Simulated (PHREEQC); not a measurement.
Solution (75 °C): 0.0056 mol/kgw PbCl2 and 0.005 mol/kgw Cu(NO3)2. Closed to the air; pH follows from the charge balance.

All values are PHREEQC results (ion-association model, phreeqc.dat), not measurements.

### Question
The ionic strength comes out as 0.0267 mol/kgw. What activity coefficients do Cl-, Pb+2, PbCl+, CuCl+, H+ get?

### Answer
Cl- 0.84, Pb+2 0.50, PbCl+ 0.84, CuCl+ 0.84, H+ 0.87.

No solid was allowed to form. Complexes and solids missing from the database can't appear. Constants without temperature data keep their 25 °C values here.
